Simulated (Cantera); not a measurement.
Input: 1 mol Fe3O4, 3.1 mol CO, 3.7 mol H2, 0.053 mol CO2, held at 10.0 mbar.

These are equilibrium values from Cantera (NASA tables, ideal gas, pure condensed phases), not measurements of a reactor. Candidate condensed phases: C, C6H6, C7H8, C8H18, Fe, Fe(CO)5, FeO, Fe(OH)2, Fe(OH)3, Fe2O3, Fe3O4, H2O; 114 gas species. Mutual solubility and eutectic melting of coexisting phases are not modelled. The tables' stoichiometric FeO is somewhat more stable than real wüstite, so its field is too wide. FeO: taken at fixed stoichiometry. The numbers say what is thermodynamically allowed, not how fast it happens.

**Question.** At 1673 K, list the 4 most abundant gas species with their mole fractions, and the condensed phases.

**Answer.** CO 0.402, H2 0.366, H2O 0.173, CO2 0.0575. Condensed: Fe(δ) + FeO(l).
